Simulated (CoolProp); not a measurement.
Vapour-liquid equilibrium of R227EA (1) + isobutane (2) at 1420 kPa; x and y are mole fractions of (1).

Values from CoolProp's multi-fluid Helmholtz-energy mixture model, Lemmon 2016 and Bücker 2006; pair parameters Bell 2016.

| x | bubble temperature (K) | y at the bubble point | dew temperature at overall composition x (K) | liquid density (mol/L) |
|---|---|---|---|---|
| 0.05 | 350.4 | 0.119 | 353.5 | 7.996 |
| 0.2 | 340.8 | 0.336 | 346.7 | 7.824 |
| 0.35 | 336.7 | 0.455 | 340.3 | 7.574 |
| 0.5 | 334.9 | 0.545 | 335.6 | 7.348 |
| 0.65 | 334.5 | 0.638 | 334.6 | 7.178 |
| 0.8 | 335.8 | 0.756 | 336.5 | 7.049 |
| 0.95 | 339.3 | 0.926 | 339.9 | 6.919 |

y crosses x between x = 0.5 and 0.65: the model has an azeotrope there.

Pair parameters are fitted to limited data, so mixtures are less certain than the pure fluids.
